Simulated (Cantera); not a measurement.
Feed: 1 mol c-C4F8, 0.047 mol Si, 1.6 mol H2, equilibrated at 2598 K and 0.0440 bar.

Cantera equilibrium calculation (NASA polynomials, part measured and part estimated; ideal gas, pure solids and liquids). Candidate condensed phases: C, C6H6, C7H8, C8H18, Si, SiC; 113 gas species. The feed counts by its element totals alone. The tables' values for SiF3 are old estimates; treat these amounts as uncertain. Gases not in the tables: C2F6 and larger saturated fluorocarbons. The numbers say what is thermodynamically allowed, not how fast it happens.

What is the equilibrium state?


```json
{
 "x(HF)": "0.498",
 "x(F)": "0.276",
 "x(CF2)": "0.196",
 "x(CF)": "0.0120",
 "x(SiF4)": "0.00724",
 "x(CF4)": "0.00710",
 "x(CF3)": "0.00342",
 "x(H)": "0.000159",
 "x(SiF3)": "8.17e-5",
 "n(C(graphite))": "2.59 mol",
 "gas_amount": "6.421 mol",
 "log10 activity of Si(l) (absent)": "-13.55"
}
```
